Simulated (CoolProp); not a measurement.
Computed with CoolProp (reference Helmholtz-energy equation of state, Span 1996).

**Question.** For carbon dioxide, give the phase and the speed of sound (m/s), Joule-Thomson coefficient (K/MPa), viscosity (µPa s), Prandtl number at 363.4 K and 0.391 MPa; 462.3 K and 0.391 MPa; 501.9 K and 0.391 MPa.

**Answer.** 
- 363.4 K and 0.391 MPa: gas; speed of sound 293, Joule-Thomson coefficient 6.69, viscosity 18.0, Prandtl number 0.758
- 462.3 K and 0.391 MPa: gas; speed of sound 328, Joule-Thomson coefficient 3.76, viscosity 22.4, Prandtl number 0.744
- 501.9 K and 0.391 MPa: gas; speed of sound 341, Joule-Thomson coefficient 3.10, viscosity 24.0, Prandtl number 0.740

Viscosity comes from a separate model (Laesecke 2017). Thermal conductivity comes from a separate model (Huber 2016).
